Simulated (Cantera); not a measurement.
## Fe₃O₄ + HCl + O₂ (chemical vapour transport)

Charge: 1 mol Fe₃O₄, 0.2 mol HCl, a varied amount of O₂, equilibrated at 1277 °C and 77000 Pa.

Cantera equilibrium calculation (NASA polynomials, part measured and part estimated; ideal gas, pure solids and liquids). Candidate condensed phases: Fe, FeCl₂, FeCl₃, FeO, Fe(OH)₂, Fe(OH)₃, Fe₂O₃, Fe₃O₄, H₂O; 22 gas species. Kinetics and transport are ignored.

From 0.28 mol O₂ to 3 mol O₂ the condensed part is Fe₂O₃(s). The main Fe-bearing gas is FeCl₂ throughout.

| n(O₂) (mol) | x O₂ | x HCl | x H₂O | x FeCl₂ | x FeCl₃ | x Cl₂ | x Cl | n Fe₂O₃(s) |
|---|---|---|---|---|---|---|---|---|
| 0.28 | 0.133 | 0.600 | 0.136 | 0.0705 | 0.0237 | 0.0227 | 0.0139 | 1.49 |
| 0.52 | 0.569 | 0.295 | 0.0666 | 0.0242 | 0.00818 | 0.0231 | 0.0140 | 1.49 |
| 0.77 | 0.717 | 0.191 | 0.0437 | 0.0147 | 0.00422 | 0.0167 | 0.0119 | 1.49 |
| 1 | 0.785 | 0.145 | 0.0332 | 0.0107 | 0.00274 | 0.0131 | 0.0105 | 1.49 |
| 1.3 | 0.836 | 0.109 | 0.0254 | 0.00793 | 0.00178 | 0.0101 | 0.00927 | 1.49 |
| 1.5 | 0.858 | 0.0941 | 0.0220 | 0.00674 | 0.00141 | 0.00875 | 0.00863 | 1.49 |
| 1.8 | 0.882 | 0.0777 | 0.0183 | 0.00548 | 0.00104 | 0.00727 | 0.00786 | 1.49 |
| 2 | 0.894 | 0.0696 | 0.0165 | 0.00487 | 0.000876 | 0.00652 | 0.00745 | 1.49 |
| 2.2 | 0.904 | 0.0630 | 0.0150 | 0.00437 | 0.000749 | 0.00591 | 0.00709 | 1.49 |
| 2.5 | 0.915 | 0.0552 | 0.0132 | 0.00379 | 0.000607 | 0.00516 | 0.00663 | 1.49 |
| 2.7 | 0.921 | 0.0509 | 0.0122 | 0.00347 | 0.000534 | 0.00476 | 0.00636 | 1.49 |
| 3 | 0.929 | 0.0456 | 0.0111 | 0.00309 | 0.000449 | 0.00426 | 0.00602 | 1.49 |
x: gas mole fraction; n: condensed amount in mol.
